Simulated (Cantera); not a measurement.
Input: 1 mol SiH4, 0.086 mol C2H4, 130 mol H2, at 71.0 mbar.

Method: chemical equilibrium by Gibbs-energy minimisation in Cantera with the NASA 1993 tables (ideal gas, pure condensed phases). Candidate condensed phases: C, C6H6, C7H8, C8H18, Si, SiC; 87 gas species. Mutual solubility and eutectic melting of coexisting phases are not modelled. Gases not in the tables: Si2H6 and higher silanes. The numbers say what is thermodynamically allowed, not how fast it happens.

Question: At 1673 K, list the 3 most abundant gas species with their mole fractions, and the condensed phases.

Answer: H2 1.000, H 0.000427, SiH2 1.10e-5. Condensed: Si(s) + SiC(s).
